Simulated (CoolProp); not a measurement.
Saturation properties of CH2F2 (R32) (Tc = 351.3 K, pc = 57.83 bar, ω = 0.277).

The numbers come from the reference Helmholtz-energy equation of state, Tillner-Roth 1997 in CoolProp.

| T (K) | p (bar) | vapour density (kg/m³) | surface tension (mN/m) |
|---|---|---|---|
| 175.7 | 0.04779 | 0.1712 | 30.1 |
| 185.1 | 0.1033 | 0.3525 | 28.1 |
| 194.4 | 0.2034 | 0.6647 | 26.2 |
| 203.8 | 0.3755 | 1.179 | 24.2 |
| 213.1 | 0.6477 | 1.964 | 22.3 |
| 222.4 | 1.061 | 3.119 | 20.5 |
| 231.8 | 1.668 | 4.778 | 18.6 |
| 241.1 | 2.511 | 7.042 | 16.9 |
| 250.5 | 3.667 | 10.12 | 15.1 |
| 259.8 | 5.179 | 14.14 | 13.4 |
| 269.2 | 7.151 | 19.43 | 11.7 |
| 278.5 | 9.618 | 26.18 | 10.0 |
| 287.8 | 12.68 | 34.82 | 8.48 |
| 297.2 | 16.47 | 46.04 | 6.94 |

It boils at 221.5 K under 1 atm.

Surface tension comes from a separate correlation (Mulero 2012).
